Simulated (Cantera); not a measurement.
Charge: 1 mol MgO, 3.4 mol O2, 4.2 mol H2O, at 1100 °C and 16.0 bar.

Equilibrium computed with Cantera from the NASA thermochemical tables; the gas is ideal and each condensed phase is pure. Candidate condensed phases: H2O, Mg, MgO, Mg(OH)2; 15 gas species. Equilibrium is a limit: real reactors are often held back by kinetics, nucleation or transport.

Base state: H2O 0.553, O2 0.447, OH 3.33e-5 (mole fractions); condensed: MgO(s).

Task: What changes in the equilibrium state with this change: 0.19 mol NH3 added?

Result: 
| species | before | after |
|---|---|---|
| H2O | 0.553 | 0.572 |
| O2 | 0.447 | 0.416 |
| N2 | 0 | 0.0121 |
| NO | 0 | 0.000108 |
| OH | 3.33e-5 | 3.32e-5 |
| MgO(s), mol | 1.00 | 1.00 |
